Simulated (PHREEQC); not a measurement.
Make-up at 20 °C: 0.011 mol/kgw HBr, 0.0074 mol/kgw KF and 0.00012 mol/kgw NaOH. Closed to the air; pH follows from the charge balance.

The numbers come from PHREEQC with the ion-association model, phreeqc.dat.

Each row changes one thing in this solution. This is a speciation only: nothing precipitates in the calculation.

```tsv
case	pH	ionic strength (mol/kgw)
as made	2.37	0.0122
temperature from 20 to 45 °C	2.40	0.0119
HBr left out	10.20	0.00752
KF left out	2.00	0.0110
0.0096 mol/kgw Al(NO3)3 added	2.03	0.0545
0.00011 mol/kgw Cu(BF4)2 added	2.37	0.0125
```

Constants without temperature data keep their 25 °C values here. Fluoro complexes past AlF4- and FeF3 are missing from the database.
